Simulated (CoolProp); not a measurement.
Vapour-liquid equilibrium of dimethyl ether (1) + R236FA (2) at 0.328 MPa; x and y are mole fractions of (1).

Model: multi-fluid Helmholtz-energy mixture model, Wu 2011 and Pan 2012; pair parameters Bell 2016, in CoolProp.

### Question
Give the bubble temperature and the first vapour's composition at x = 0.15, 0.45, 0.55. Is there an azeotrope?

### Answer
x = 0.15: 303.1 K, y = 0.177; x = 0.45: 297.9 K, y = 0.589; x = 0.55: 294.9 K, y = 0.716. No azeotrope shows between x = 0.05 and 0.95.

The pair parameters rest on a limited set of measurements; away from them the model extrapolates.
